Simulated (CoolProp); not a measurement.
Vapour-liquid equilibrium of R22 (1) + acetone (2) at 0.394 MPa; x and y are mole fractions of (1).

Model: multi-fluid Helmholtz-energy mixture model, Kamei 1995 and Lemmon 2006; pair parameters Bell 2016, in CoolProp.

Task: Give the bubble temperature and the first vapour's composition at x = 0.125, 0.275, 0.35. Is there an azeotrope?

Result: x = 0.125: 69.7 °C, y = 0.614; x = 0.275: 50.8 °C, y = 0.815; x = 0.35: 43.4 °C, y = 0.871. No azeotrope shows between x = 0.05 and 0.95.

Pair parameters are fitted to limited data, so mixtures are less certain than the pure fluids. With so large a gap from Raoult's law the liquid may split in two, which this calculation doesn't test in full.
